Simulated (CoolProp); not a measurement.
Vapour-liquid equilibrium of cyclohexane (1) + n-heptane (2) at 407.8 K; x and y are mole fractions of (1).

Values from CoolProp's multi-fluid Helmholtz-energy mixture model, Zhou 2014 and Span 2003; pair parameters Bell 2016.

Q: Give the bubble pressure and the first vapour's composition at x = 0.2, 0.35, 0.8. Is there an azeotrope?

A: x = 0.2: 0.2921 MPa, y = 0.269; x = 0.35: 0.3135 MPa, y = 0.442; x = 0.8: 0.3753 MPa, y = 0.851. No azeotrope shows between x = 0.05 and 0.95.

The pair parameters rest on a limited set of measurements; away from them the model extrapolates.
